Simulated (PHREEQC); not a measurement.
Dissolve 0.012 mol HCl, 0.00011 mol Al2(SO4)3 and 0.00057 mol Na2SO4 per kg of water at 85 °C. It is in equilibrium with CO2 at log p = -2 (atm). Otherwise closed; pH follows from the charge balance.

The numbers come from PHREEQC with the ion-association model, phreeqc.dat.

This is a speciation only: nothing precipitates in the calculation.

Task: What pH does the model give?

Result: pH 2.00.

Task: In which forms is Al present?

Result: Al+3 76 %, AlSO4+ 23 %, AlOH+2 1.4 % of the Al.

Species that the database lacks are ignored. At this temperature some constants are extrapolated from 25 °C, and those without enthalpy data are left unchanged.
